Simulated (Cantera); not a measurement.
Input (Python, Cantera):

```python
import numpy as np
import cantera as ct

gas = ct.Solution("h2o2.yaml")
gas.TPX = 325, 22000, {'H2': 1, 'O2': 0.167, 'N2': 0.667}
flame = ct.FreeFlame(gas, width=0.12)
flame.set_refine_criteria(ratio=3, slope=0.08, curve=0.16)
flame.transport_model = "mixture-averaged"
flame.solve(loglevel=0, auto=True)
z, T = flame.grid, flame.T
thick = (T[-1] - T[0]) / np.gradient(T, z).max()
show = ['H2', 'O2', 'O', 'H2O', 'HO2', 'H']
print(f"laminar burning velocity  {flame.velocity[0] * 100:.3f} cm/s")
print(f"burnt temperature         {T[-1]:.1f} K")
print(f"thermal thickness         {thick * 1e3:.4f} mm")
print(f"grid points               {len(z)}")
z0 = z[flame.heat_release_rate.argmax()]
print(f"{'z/mm':>9s}{'T/K':>9s}{'u/(m/s)':>9s}" + "".join(f"{s:>11s}" for s in show))
rows = []
for k in (-3, -2, -1.5, -1, -0.5, -0.25, 0, 0.25, 0.5, 1, 2, 4, 8):
    zz = z0 + k * thick
    rows.append([k * thick, np.interp(zz, z, T), np.interp(zz, z, flame.velocity),
                 *(np.interp(zz, z, flame.X[gas.species_index(s)]) for s in show)])
    print(f"{rows[-1][0] * 1e3:9.3f}{rows[-1][1]:9.1f}{rows[-1][2]:9.3f}" + "".join(f"{x:11.3e}" for x in rows[-1][3:]))
```

Output:

```
laminar burning velocity  225.223 cm/s
burnt temperature         1747.2 K
thermal thickness         2.8225 mm
grid points               145
     z/mm      T/K  u/(m/s)         H2         O2          O        H2O        HO2          H
   -8.468    325.0    2.252  5.453e-01  9.106e-02  8.054e-15  1.252e-13  2.922e-14  9.131e-18
   -5.645    325.0    2.252  5.453e-01  9.106e-02  1.259e-12  3.197e-11  8.722e-12  1.431e-15
   -4.234    325.0    2.252  5.453e-01  9.106e-02  1.883e-11  6.805e-10  2.096e-10  2.426e-14
   -2.823    325.1    2.253  5.452e-01  9.106e-02  1.057e-09  6.754e-08  2.516e-08  1.199e-11
   -1.411    352.9    2.430  5.415e-01  9.140e-02  3.032e-06  6.778e-04  1.076e-04  3.784e-05
   -0.706    612.4    4.107  5.115e-01  8.447e-02  1.021e-04  2.157e-02  5.945e-05  5.797e-03
    0.000    951.9    6.229  4.427e-01  5.923e-02  8.639e-04  7.918e-02  1.999e-05  3.318e-02
    0.706   1174.3    7.669  3.738e-01  1.817e-02  1.013e-03  1.579e-01  5.433e-06  6.296e-02
    1.411   1268.5    8.278  3.542e-01  2.946e-03  2.939e-04  1.872e-01  8.319e-07  6.873e-02
    2.823   1351.0    8.776  3.563e-01  1.061e-04  9.317e-05  1.936e-01  2.734e-08  6.144e-02
    5.645   1436.3    9.275  3.643e-01  1.892e-05  7.424e-05  1.949e-01  4.981e-09  4.986e-02
   11.290   1521.2    9.761  3.728e-01  1.282e-05  5.260e-05  1.961e-01  3.414e-09  3.766e-02
   22.580   1595.6   10.180  3.805e-01  7.354e-06  3.090e-05  1.973e-01  2.103e-09  2.655e-02
```

Detailed kinetics in Cantera: the H2/O2 subset of GRI-Mech 3.0, which has no nitrogen chemistry. Burning velocities carry a grid error of a few per cent, more on coarse grids.
